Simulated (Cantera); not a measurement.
A perfectly stirred reactor is fed with H₂ : O₂ : N₂ = 0.61 : 1 : 6.7 (molar parts), equivalence ratio 0.30, at 100000 Pa; it is held at 1350 K, and followed from long to short residence time.

Model: GRI-Mech 3.0 (53 species, 325 reactions), integrated in Cantera. The temperature is held fixed by assumption; the heat of reaction is taken as removed at once.

Task: What does this change do: temperature 1350 to 975 K?

Result: 
```json
[
 {"quantity": "x(H₂) at τ = 7.80 s", "before": "6.89e-6", "after": "0.00172"},
 {"quantity": "x(O₂) at τ = 7.80 s", "before": "0.0868", "after": "0.0876"},
 {"quantity": "x(H₂O₂) at τ = 7.80 s", "before": "3.48e-8", "after": "2.28e-5"},
 {"quantity": "x(OH) at τ = 7.80 s", "before": "6.67e-5", "after": "3.51e-7"},
 {"quantity": "x(H₂O) at τ = 7.80 s", "before": "0.0762", "after": "0.0744"},
 {"quantity": "x(H₂) at τ = 37.0 ms", "before": "0.000236", "after": "0.0323"},
 {"quantity": "x(O₂) at τ = 37.0 ms", "before": "0.0867", "after": "0.101"},
 {"quantity": "x(H₂O₂) at τ = 37.0 ms", "before": "4.79e-7", "after": "0.000200"},
 {"quantity": "x(OH) at τ = 37.0 ms", "before": "0.000387", "after": "2.25e-6"},
 {"quantity": "x(H₂O) at τ = 37.0 ms", "before": "0.0757", "after": "0.0424"}
]
```

Task: What does this change do: temperature 1350 to 1025 K?

Result: 
```tsv
quantity	before	after
x(H₂) at τ = 7.80 s	6.89e-6	0.000539
x(O₂) at τ = 7.80 s	0.0868	0.0871
x(H₂O₂) at τ = 7.80 s	3.48e-8	4.32e-6
x(OH) at τ = 7.80 s	6.67e-5	1.04e-6
x(H₂O) at τ = 7.80 s	0.0762	0.0756
x(H₂) at τ = 37.0 ms	0.000236	0.00795
x(O₂) at τ = 37.0 ms	0.0867	0.0904
x(H₂O₂) at τ = 37.0 ms	4.79e-7	4.29e-5
x(OH) at τ = 37.0 ms	0.000387	1.29e-5
x(H₂O) at τ = 37.0 ms	0.0757	0.0679
```
